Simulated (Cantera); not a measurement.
# Catalytic combustion on Pt

An isothermal plug-flow reactor at 1125 K and 760 Torr (inlet), inlet velocity 0.61 m/s, active area per volume 5600 1/m; feed CH4 : O2 : N2 = 0.0024 : 0.056 : 1.3 (molar parts), equivalence ratio 0.086.

Model: Deutschmann's 1995 Pt surface mechanism with GRI-Mech 3.0 gas chemistry, integrated in Cantera. Catalytic surfaces can have several steady states; this one follows from the mechanism file's or the stated starting coverage. Mass transfer to the wall is taken as infinitely fast.

```csv
z (m),x CH4,x O2,x H2O,x CO2,x CO,θ free Pt,θ O*
6.6e-05,0.00142,0.0405,0.000696,0.000347,1.54e-6,0.396,0.604
0.00011,0.00122,0.0401,0.00108,0.000541,1.33e-6,0.396,0.603
0.00018,0.000968,0.0396,0.00160,0.000797,1.05e-6,0.397,0.603
0.00031,0.000625,0.0389,0.00228,0.00114,6.82e-7,0.398,0.602
0.00051,0.000318,0.0383,0.00290,0.00145,3.48e-7,0.398,0.601
0.00085,0.000100,0.0379,0.00333,0.00166,1.10e-7,0.399,0.600
0.0014,1.54e-5,0.0377,0.00350,0.00175,1.71e-8,0.399,0.600
0.0024,5.21e-7,0.0377,0.00353,0.00176,7.17e-10,0.399,0.600
0.0039,7.02e-9,0.0377,0.00353,0.00176,1.33e-10,0.399,0.600
0.0066,1.12e-9,0.0377,0.00353,0.00177,1.05e-10,0.399,0.600
```
x: gas mole fraction; θ: surface coverage.
